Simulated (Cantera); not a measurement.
Cantera run, input and output.

```python
import numpy as np
import cantera as ct

gas = ct.Solution("h2o2.yaml")


def delay(T, t_max=10):
    gas.TPX = T, 44000, {'H2': 1, 'O2': 0.521, 'N2': 1.96}
    reactor = ct.IdealGasConstPressureReactor(gas, clone=False)
    net = ct.ReactorNet([reactor])
    net.rtol, net.atol = 1e-8, 1e-16
    while net.time < t_max:
        t_old, T_old = net.time, reactor.T
        net.step()
        if reactor.T > T + 400:  # ignition: a rise of 400 K
            return t_old + (T + 400 - T_old) / (reactor.T - T_old) * (net.time - t_old)
    return np.nan


taus = []
for T in [925, 1025, 1125, 1225, 1325, 1425]:
    taus.append(delay(T))
    print(f"T0 = {T:6g} K   tau = {taus[-1]:.4e} s")

# d ln(tau) / d ln(k), from doubling and halving each rate constant
T, sens = 1125, []
for i in range(gas.n_reactions):
    gas.set_multiplier(2.0, i)
    up = delay(T)
    gas.set_multiplier(0.5, i)
    down = delay(T)
    gas.set_multiplier(1.0, i)
    sens.append((np.log(up / down) / np.log(4.0), gas.reaction(i).equation))
sens.sort(key=lambda x: -abs(x[0]))
print(f"sensitivities at {T} K")
for s, eq in sens[:10]:
    print(f"{s:8.3f}  {eq}")
```

It prints:

```
T0 =    925 K   tau = 1.2677e-03 s
T0 =   1025 K   tau = 3.2397e-04 s
T0 =   1125 K   tau = 1.6124e-04 s
T0 =   1225 K   tau = 1.0113e-04 s
T0 =   1325 K   tau = 7.4726e-05 s
T0 =   1425 K   tau = 6.3228e-05 s
sensitivities at 1125 K
  -0.726  H + O2 <=> O + OH
  -0.151  H2 + O <=> H + OH
  -0.056  H2 + OH <=> H + H2O
  -0.044  H + HO2 <=> H2 + O2
  -0.033  H + O2 + H2O <=> HO2 + H2O
   0.020  H + O2 + N2 <=> HO2 + N2
   0.017  H + O2 + M <=> HO2 + M
  -0.013  H + HO2 <=> 2 OH
  -0.010  H + OH + M <=> H2O + M
  -0.006  2 H + H2O <=> H2 + H2O
```

Computed with Cantera and the H2/O2 subset of GRI-Mech 3.0, which has no nitrogen chemistry. Below about 950 K walls govern HO2 and H2O2 in real vessels. Where the delays flatten at high temperature, the 400 K rule measures the pace of heat release, not the induction time.
